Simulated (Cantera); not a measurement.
Gas activation for diamond growth

An isothermal, constant-pressure homogeneous reactor starts with 2.33 % CH4, 96.9 % H2, 0.746 % H, at 1850 K and 10.00 Torr.

Computed with Cantera and GRI-Mech 3.0 (53 species, 325 reactions). GRI-Mech 3.0 stops at C3 and has no aromatics, soot or wall deposition, so with more carbon than oxygen in the feed, carbon stays in small species such as C2H2 where larger ones or solid carbon would form. Radical loss at walls, strong at low pressure, is not modelled.

| t (s) | x CH4 | x H2 | x H | x C2H4 | x CH2 | x C2H6 | x C2H |
|---|---|---|---|---|---|---|---|
| 2.00e-6 | 0.0231 | 0.969 | 0.00727 | 1.51e-10 | 3.49e-8 | 1.58e-10 | <1e-12 |
| 1.07e-5 | 0.0224 | 0.970 | 0.00660 | 4.02e-8 | 7.62e-7 | 2.10e-8 | <1e-12 |
| 5.69e-5 | 0.0212 | 0.971 | 0.00538 | 4.19e-6 | 6.53e-6 | 1.04e-6 | 9.12e-12 |
| 0.000304 | 0.0209 | 0.972 | 0.00516 | 4.78e-5 | 9.46e-6 | 3.66e-6 | 7.01e-10 |
| 0.00162 | 0.0205 | 0.972 | 0.00494 | 0.000116 | 8.65e-6 | 3.43e-6 | 1.29e-8 |
| 0.00864 | 0.0186 | 0.974 | 0.00418 | 8.93e-5 | 6.05e-6 | 2.38e-6 | 6.41e-8 |
| 0.0461 | 0.0139 | 0.978 | 0.00338 | 4.10e-5 | 3.24e-6 | 1.03e-6 | 1.52e-7 |
| 0.246 | 0.00583 | 0.982 | 0.00367 | 9.79e-6 | 1.75e-6 | 2.00e-7 | 3.34e-7 |
| 1.31 | 0.00107 | 0.984 | 0.00438 | 2.72e-6 | 4.88e-7 | 8.23e-9 | 5.17e-7 |
| 7.00 | 0.000173 | 0.984 | 0.00464 | 2.47e-6 | 9.02e-8 | 2.37e-10 | 5.72e-7 |
x: mole fraction; the columns are a selection and need not sum to one.

Equilibrium at this temperature and pressure: CH4 5.57e-5, H2 0.984, H 0.00466, C2H4 2.47e-6, CH2 2.94e-8, C2H6 3.25e-11, C2H 5.78e-7 (gas phase only).
